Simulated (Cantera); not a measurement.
Input: 1 mol HF, 3.6 mol O2, held at 1.00 Torr.

Method: chemical equilibrium by Gibbs-energy minimisation in Cantera with the NASA 1993 tables (ideal gas, pure condensed phases). Candidate condensed phases: H2O; 22 gas species. Equilibrium is a limit: real reactors are often held back by kinetics, nucleation or transport.

Problem. At 2175 K, list the 4 most abundant gas species with their mole fractions, and the condensed phases.

Solution. O2 0.731, HF 0.206, O 0.0539, F 0.00471. Condensed: gas only.
